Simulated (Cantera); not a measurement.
A Cantera script and what it prints.

```python
import numpy as np
import cantera as ct

gas_names = """
    H H2 N NH NH2 NH3 N2 N2H2 N2H4 Si SiH SiH2 SiH3 SiH4 SiN Si2 Si2N Si3
""".split()
cond_names = """
    Si(cr) Si(L) Si3N4(a)
""".split()


# ... load() reads the species with a 1 bar reference pressure and builds the phases ...
atoms = {
    'Si': {'Si': 1},
    'NH3': {'N': 1, 'H': 3},
    'N2': {'N': 2},
}
top_T = {'Si3N4(a)': 2400}  # K; cautious upper limits of use, not melting points


# ... equilibrate(T, P, feed) seeds the gas with the atoms and calls Mixture.equilibrate('TP', solver="vcs", rtol=1e-11, max_steps=5000) ...
results = []
feed = {'Si': 1, 'NH3': 16, 'N2': 9.5}  # mol
T = 798.15  # K
P = 101325  # Pa
mix = equilibrate(T, P, feed)
results.append((T, P, feed, dict(zip(mix.species_names, mix.species_moles))))
print(gas.report(threshold=1e-05))
for i in range(1, mix.n_phases):
    print(f"{mix.phase(i).name:16s} {mix.phase_moles(i):12.5e} mol")
```

Result:

```
       temperature   798.15 K
          pressure   1.0132e+05 Pa
           density   0.1946 kg/m^3
  mean mol. weight   12.745 kg/kmol
   phase of matter   gas

                          1 kg             1 kmol
                     ---------------   ---------------
          enthalpy        1.1573e+06         1.475e+07  J
   internal energy        6.3663e+05        8.1137e+06  J
           entropy             14944        1.9047e+05  J/K
    Gibbs function       -1.0771e+07       -1.3727e+08  J
 heat capacity c_p            2383.1             30373  J/K
 heat capacity c_v            1730.8             22058  J/K

                      mass frac. Y      mole frac. X     chem. pot. / RT
                     ---------------   ---------------   ---------------
                H2          0.092843           0.58694           -17.495
               NH3         0.0011908        0.00089108           -38.837
                N2           0.90597           0.41217           -25.188
     [  +15 minor]        1.6457e-13        2.0436e-12

Si(cr)            0.00000e+00 mol
Si3N4(a)          3.33333e-01 mol
```

Cantera equilibrium calculation (NASA polynomials, part measured and part estimated; ideal gas, pure solids and liquids).
